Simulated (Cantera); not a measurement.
Charge: 1 mol Si₃N₄, 16 mol F₂, equilibrated at 0.133 bar.

Method: chemical equilibrium by Gibbs-energy minimisation in Cantera with the NASA 1993 tables (ideal gas, pure condensed phases). Candidate condensed phases: Si, Si₃N₄; 16 gas species. Rates play no part.

log p: log10 of the partial pressure in bar; nothing condenses.

| T (K) | log p F | log p F₂ | log p SiF₄ | log p N₂ | log p NF₃ |
|---|---|---|---|---|---|
| 848 | -2.35 | -1.14 | -1.54 | -1.92 | -1.84 |
| 948 | -1.81 | -1.13 | -1.59 | -1.80 | -2.62 |
| 1048 | -1.43 | -1.24 | -1.64 | -1.82 | -3.47 |
| 1148 | ___ | ___ | ___ | -1.87 | ___ |
| 1248 | -1.06 | -1.81 | -1.75 | -1.92 | -5.40 |
| 1348 | -1.00 | -2.22 | -1.78 | -1.95 | -6.42 |
| 1448 | -0.98 | ___ | -1.79 | -1.96 | ___ |
| 1548 | -0.98 | -3.01 | -1.79 | -1.97 | -8.23 |
| 1648 | -0.97 | -3.34 | -1.79 | -1.97 | -8.99 |
| 1748 | -0.97 | -3.64 | -1.80 | -1.97 | -9.67 |
| 1848 | -0.97 | -3.92 | -1.80 | -1.97 | -10.27 |
| 1948 | -0.97 | -4.16 | -1.80 | -1.97 | -10.81 |
| 2048 | -0.97 | -4.38 | -1.80 | -1.97 | -11.30 |

Task: Complete the blanks.

Result: 
- 1448, log p F₂: -2.63
- 1448, log p NF₃: -7.38
- 1148, log p F: -1.18
- 1148, log p F₂: -1.46
- 1148, log p SiF₄: -1.70
- 1148, log p NF₃: -4.39
